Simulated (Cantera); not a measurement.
An isothermal, constant-pressure homogeneous reactor starts with H₂ : O₂ : N₂ = 0.54 : 1 : 0.74 (molar parts), at 850 K and 750 Torr. Integrator tolerance rtol = 1e-08.

Model: the H2/O2 subset of GRI-Mech 3.0, which has no nitrogen chemistry, integrated in Cantera. Below about 950 K walls govern HO2 and H2O2 in real vessels. The temperature is held fixed by assumption; the heat of reaction is taken as removed at once.

Problem. What does this change do: pressure from 750 Torr to 97.5 Torr?

Solution. 
```json
[
 {"quantity": "x(H₂) at 7.00 s", "before": "0.169 (gas-phase equilibrium <1e-12)", "after": "0.0413 (gas-phase equilibrium <1e-12)"},
 {"quantity": "x(O₂) at 7.00 s", "before": "0.416 (gas-phase equilibrium 0.363)", "after": "0.376 (gas-phase equilibrium 0.363)"},
 {"quantity": "x(H₂O₂) at 7.00 s", "before": "0.00226 (gas-phase equilibrium 4.79e-11)", "after": "0.000968 (gas-phase equilibrium 1.73e-11)"},
 {"quantity": "x(HO₂) at 7.00 s", "before": "2.79e-5 (gas-phase equilibrium 1.37e-10)", "after": "3.04e-5 (gas-phase equilibrium 8.23e-11)"},
 {"quantity": "x(O) at 7.00 s", "before": "5.86e-9 (gas-phase equilibrium <1e-12)", "after": "1.10e-7 (gas-phase equilibrium 1.25e-12)"}
]
```
Radical loss at walls, strong at low pressure, is not modelled.

Problem. What does this change do: temperature 850 to 1023 K?

Solution. 
```tsv
quantity	before	after
x(H₂) at 7.00 s	0.169 (gas-phase equilibrium <1e-12)	3.02e-7 (gas-phase equilibrium 7.67e-11)
x(O₂) at 7.00 s	0.416 (gas-phase equilibrium 0.363)	0.363 (gas-phase equilibrium 0.363)
x(H₂O₂) at 7.00 s	0.00226 (gas-phase equilibrium 4.79e-11)	1.78e-10 (gas-phase equilibrium 6.08e-10)
x(HO₂) at 7.00 s	2.79e-5 (gas-phase equilibrium 1.37e-10)	2.57e-8 (gas-phase equilibrium 3.30e-9)
x(O) at 7.00 s	5.86e-9 (gas-phase equilibrium <1e-12)	1.96e-11 (gas-phase equilibrium 1.89e-10)
```
